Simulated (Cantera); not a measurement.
## Moist CO burnout

An isothermal, constant-pressure homogeneous reactor starts with CO : O₂ : H₂O : N₂ = 0.004 : 0.054 : 0.048 : 1 (molar parts), at 975 K and 0.290 bar.

Computed with Cantera and GRI-Mech 3.0 (53 species, 325 reactions).

```csv
t (s),x CO,x O₂,x H₂O,x OH,x NO
3.00e-6,0.00362,0.0488,0.0434,<1e-12,<1e-12
1.33e-5,0.00362,0.0488,0.0434,<1e-12,<1e-12
5.92e-5,0.00362,0.0488,0.0434,<1e-12,<1e-12
0.000263,0.00362,0.0488,0.0434,<1e-12,<1e-12
0.00117,0.00362,0.0488,0.0434,9.07e-12,<1e-12
0.00520,0.00362,0.0488,0.0434,1.44e-10,<1e-12
0.0231,0.00362,0.0488,0.0434,1.68e-7,<1e-12
0.103,0.00188,0.0480,0.0434,1.11e-5,1.98e-10
0.456,0.000288,0.0472,0.0435,4.75e-6,2.85e-10
2.03,1.26e-5,0.0471,0.0435,1.56e-6,2.91e-10
9.00,2.89e-7,0.0471,0.0435,3.85e-7,3.36e-10
40.0,2.97e-9,0.0471,0.0435,1.21e-7,3.50e-10
```
x: mole fraction; the columns are a selection and need not sum to one.

Equilibrium at this temperature and pressure: CO <1e-12, O₂ 0.0471, H₂O 0.0435, OH 4.32e-8, NO 1.20e-5 (gas phase only).
